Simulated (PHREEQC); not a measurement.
1 kg of water holding 0.013 mol LiCl, 0.12 mol MgCl2 and 0.14 mol KCl is evaporated at 15 °C; the solids stay in contact with the brine. No CO2 enters from the air. Solids allowed: Bischofite, Brucite, Carnallite, Sylvite, MgCl2_4H2O. Others were left out.

The series has 22 steps of water left (kg), from 1 to 0.005032.

Computed with PHREEQC (Pitzer model, pitzer.dat).

Task: Which solids form, in which order, and at which step of the series does each first stand?

Result: Sylvite from water left = 0.06418 kg; Carnallite from water left = 0.02872 kg.
